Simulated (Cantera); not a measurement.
Thermodynamics of hydrogen reduction and annealing atmospheres, feed PbO + H2 + N2

Input: 1 mol PbO, 8.2 mol H2, a varied amount of N2, equilibrated at 1100 K and 0.700 bar.

Equilibrium computed with Cantera from the NASA thermochemical tables; the gas is ideal and each condensed phase is pure. Candidate condensed phases: H2O, Pb, PbO, PbO2, Pb3O4; 27 gas species. Rates play no part.

```tsv
n(N2) (mol)	log p N2	log p H2	log p H2O	log p Pb	log p NH3	log p H	n Pb(l)
2.7	-0.76	-0.34	-1.19	-3.92	-4.38	-7.76	0.998
9	-0.44	-0.53	-1.39	-3.92	-4.52	-7.85	0.997
15	-0.34	-0.66	-1.52	-3.92	-4.66	-7.92	0.996
22	-0.29	-0.78	-1.63	-3.92	-4.81	-7.98	0.995
28	-0.27	-0.86	-1.71	-3.92	-4.92	-8.02	0.994
34	-0.25	-0.92	-1.78	-3.92	-5.01	-8.05	0.993
41	-0.23	-0.99	-1.85	-3.92	-5.10	-8.08	0.991
47	-0.22	-1.04	-1.90	-3.92	-5.17	-8.11	0.990
53	-0.22	-1.08	-1.94	-3.92	-5.23	-8.13	0.989
60	-0.21	-1.13	-1.99	-3.92	-5.30	-8.15	0.988
66	-0.21	-1.17	-2.03	-3.92	-5.35	-8.17	0.987
```
log p: log10 of the partial pressure in bar; n: condensed amount in mol.

From 2.7 mol N2 to 66 mol N2 the condensed part is Pb(l). The main Pb-bearing gas is Pb throughout. The share of Pb in condensed phases is highest at 2.7 mol N2 (99.8 %) and lowest at 66 mol N2 (98.7 %).
